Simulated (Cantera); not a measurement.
Feed: 1 mol Fe2O3, a varied amount of C, 0.11 mol CO, equilibrated at 1600 K and 87.0 Pa.

Cantera equilibrium calculation (NASA polynomials, part measured and part estimated; ideal gas, pure solids and liquids). Candidate condensed phases: C, Fe, Fe(CO)5, FeO, Fe2O3, Fe3O4; 15 gas species. The tables' stoichiometric FeO is somewhat more stable than real wüstite, so its field is too wide. FeO: taken at fixed stoichiometry. The numbers say what is thermodynamically allowed, not how fast it happens.

Question: At 0.6 mol C, list the 3 most abundant gas species with their mole fractions, and the condensed phases.

Answer: CO2 0.563, CO 0.436, Fe 0.000149. Condensed: FeO(s).
